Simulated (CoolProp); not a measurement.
A closed Brayton cycle with carbon dioxide: compressor inlet 332.15 K and 9.7 MPa, high pressure 25 MPa, turbine inlet 870 K, compressor efficiency 0.8, turbine efficiency 0.93, recuperator effectiveness 0.8 (on enthalpy, no pinch check). Each further row changes one setting.

Values from CoolProp's reference Helmholtz-energy equation of state, Span 1996.

| case | thermal efficiency (%) | net work (kJ/kg) | compressor to turbine work | compressor exit (K) | turbine exit (K) |
|---|---|---|---|---|---|
| as stated | 29.4 | 86.4 | 0.37 | 409.3 | 748.6 |
| turbine inlet 820 K | 28.2 | 77.5 | 0.39 | 409.3 | 702.9 |
| compressor inlet 342.15 K | ___ | 79.4 | ___ | ___ | 748.6 |
| high pressure 21.2 MPa | 27.3 | 74.4 | 0.35 | ___ | 769.2 |
| recuperator effectiveness 0.5 | 20.9 | 86.4 | 0.37 | 409.3 | 748.6 |

Task: What belongs in the gaps?

Result: 
- compressor inlet 342.15 K, thermal efficiency (%): 28.3
- compressor inlet 342.15 K, compressor to turbine work: 0.42
- compressor inlet 342.15 K, compressor exit (K): 427.1
- high pressure 21.2 MPa, compressor exit (K): 395.5
